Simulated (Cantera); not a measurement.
A closed system holds: 1 mol Si, 8.9 mol HBr, 0.67 mol H2, held at 875 °C and 10.0 Torr.

Equilibrium computed with Cantera from the NASA thermochemical tables; the gas is ideal and each condensed phase is pure. Candidate condensed phases: Br2, Si; 19 gas species. The tables' values for SiBr3 are old estimates; treat these amounts as uncertain. Equilibrium is a limit: real reactors are often held back by kinetics, nucleation or transport.

Base state: HBr 0.575, H2 0.308, SiBr4 0.113, SiBr2 0.00168, SiBr3 0.00144, SiHBr3 0.000720, Br 0.000368 (mole fractions); condensed: gas only.

Question: What changes in the equilibrium state with this change: temperature from 875 °C to 1125 °C?

Answer: 
| species | before | after |
|---|---|---|
| HBr | 0.575 | 0.653 |
| H2 | 0.308 | 0.230 |
| SiBr2 | 0.00168 | 0.0593 |
| SiBr4 | 0.113 | 0.0396 |
| H | 3.45e-7 | 1.97e-5 |
| Br | 0.000368 | 0.00849 |
| Br2 | 2.60e-6 | 3.43e-5 |
